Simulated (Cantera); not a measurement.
An isothermal, constant-pressure homogeneous reactor starts with H₂ : O₂ = 0.26 : 1 (molar parts), at 1350 K and 1800 Pa. Integrator tolerance rtol = 1e-08.

Model: GRI-Mech 3.0 (53 species, 325 reactions), integrated in Cantera. Radical loss at walls, strong at low pressure, is not modelled. The temperature is held fixed by assumption; the heat of reaction is taken as removed at once.

What does this change do: O2 1 to 6.6 parts?


```
quantity                                            before                                     after
---------------  -----------------------------------------  ----------------------------------------
x(H₂) at 5.00 s    5.21e-7 (gas-phase equilibrium 4.01e-7)   3.04e-7 (gas-phase equilibrium 6.03e-8)
x(O₂) at 5.00 s        0.770 (gas-phase equilibrium 0.770)       0.961 (gas-phase equilibrium 0.961)
x(O) at 5.00 s     3.61e-6 (gas-phase equilibrium 2.78e-6)   1.56e-5 (gas-phase equilibrium 3.10e-6)
x(H) at 5.00 s     1.67e-8 (gas-phase equilibrium 1.13e-8)   4.93e-8 (gas-phase equilibrium 4.39e-9)
x(OH) at 5.00 s  0.000120 (gas-phase equilibrium 0.000105)  0.000102 (gas-phase equilibrium 4.56e-5)
```

What does this change do: pressure from 1800 Pa to 100 Pa?


| quantity | before | after |
|---|---|---|
| x(H₂) at 5.00 s | 5.21e-7 (gas-phase equilibrium 4.01e-7) | 0.00303 (gas-phase equilibrium 1.70e-6) |
| x(O₂) at 5.00 s | 0.770 (gas-phase equilibrium 0.770) | 0.744 (gas-phase equilibrium 0.770) |
| x(O) at 5.00 s | 3.61e-6 (gas-phase equilibrium 2.78e-6) | 0.0218 (gas-phase equilibrium 1.18e-5) |
| x(H) at 5.00 s | 1.67e-8 (gas-phase equilibrium 1.13e-8) | 0.00783 (gas-phase equilibrium 9.90e-8) |
| x(OH) at 5.00 s | 0.000120 (gas-phase equilibrium 0.000105) | 0.00900 (gas-phase equilibrium 0.000217) |
